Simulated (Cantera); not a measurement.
Mixture: 3.28 % CH4, 0.722 % C2H6, 20.2 % O2, 75.8 % N2, at 1050 Torr, adiabatic and at constant pressure. Ignition delay is the time to a rise of 400 K.

Computed with Cantera and GRI-Mech 3.0 (53 species, 325 reactions).

**Question.** Predict: delay at 1300 K; delay at 1400 K; delay at 1500 K; delay at 1600 K; delay at 1700 K; delay at 1800 K; delay at 1900 K; apparent activation energy between 1700 and 1900 K.

**Answer.** 
```
Item                                                     Value
--------------------------------------------------  ----------
delay at 1300 K                                       0.632 ms
delay at 1400 K                                       0.241 ms
delay at 1500 K                                       0.111 ms
delay at 1600 K                                        57.2 µs
delay at 1700 K                                        32.7 µs
delay at 1800 K                                        20.5 µs
delay at 1900 K                                        13.9 µs
apparent activation energy between 1700 and 1900 K  110 kJ/mol
```
